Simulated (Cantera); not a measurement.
Feed: 1 mol Pb, a varied amount of O2, 1.1 mol N2, at 1850 K and 340000 Pa.

Equilibrium computed with Cantera from the NASA thermochemical tables; the gas is ideal and each condensed phase is pure. Candidate condensed phases: Pb, PbO, PbO2, Pb3O4; 12 gas species. Each liquid is taken as pure. Mutual solubility and eutectic melting of coexisting phases are not modelled. Gases not in the tables: (PbO)n polymers. Equilibrium is a limit: real reactors are often held back by kinetics, nucleation or transport.

log p: log10 of the partial pressure in bar; n: condensed amount in mol.

| n(O2) (mol) | log p N2 | log p Pb | log p PbO | log p Pb2 | log p O2 | n Pb(l) | n PbO(l) |
|---|---|---|---|---|---|---|---|
| 0.012 | 0.47 | -0.43 | -1.19 | -3.03 | ? | 0.836 | 0 |
| 0.014 | 0.47 | -0.43 | -1.13 | -3.03 | ? | 0.832 | 0 |
| 0.017 | 0.47 | -0.43 | -1.04 | -3.03 | ? | 0.825 | 0 |
| 0.02 | 0.47 | -0.43 | -0.98 | -3.03 | ? | 0.819 | 0 |
| 0.024 | 0.46 | -0.43 | -0.90 | -3.03 | ? | 0.810 | 0 |
| 0.029 | 0.46 | -0.43 | -0.82 | -3.03 | ? | 0.798 | 0 |
| 0.035 | 0.45 | -0.43 | -0.74 | -3.03 | ? | 0.785 | 0 |
| 0.042 | 0.45 | -0.43 | -0.67 | -3.03 | ? | 0.769 | 0 |
| 0.05 | 0.44 | -0.43 | -0.60 | -3.03 | ? | 0.752 | 0 |
| 0.06 | 0.44 | -0.43 | -0.53 | -3.03 | -3.14 | 0.729 | 0 |
| 0.072 | 0.43 | -0.43 | -0.51 | -3.03 | -3.11 | 0.705 | 0.0195 |

### Question
What belongs in the gaps?

### Answer

- 0.012, log p O2: -4.46
- 0.014, log p O2: -4.33
- 0.017, log p O2: -4.17
- 0.02, log p O2: -4.03
- 0.024, log p O2: -3.88
- 0.029, log p O2: -3.73
- 0.035, log p O2: -3.57
- 0.042, log p O2: -3.42
- 0.05, log p O2: -3.28
